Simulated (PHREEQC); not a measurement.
Make-up at 25 °C: 0.0058 mol HF, 0.0069 mol NH4F and 0.00051 mol H2SiF6 per kg of water. Closed to the air; pH follows from the charge balance.

Model: ion-association model, phreeqc.dat, run in PHREEQC.

| quantity | before | after |
|---|---|---|
| pH | 3.17 | 3.03 |
| F- (mol/kgw) | 0.00647 | 0.00668 |
| H4SiO4 (mol/kgw) | 2.72e-8 | 6.09e-9 |
| SI of Quartz (SiO2) | -3.58 | -4.23 |

Question: Name the change that produced these shifts.
A. HF left out
B. HF from 0.0058 to 0.0087 mol/kgw
C. diluted 2-fold with water
D. NH4F from 0.0069 to 0.069 mol/kgw
E. temperature from 25 to 5 °C

Answer: B, HF from 0.0058 to 0.0087 mol/kgw

Precipitation was switched off in this run. SiF6-2 is the database's only silicon fluoride.
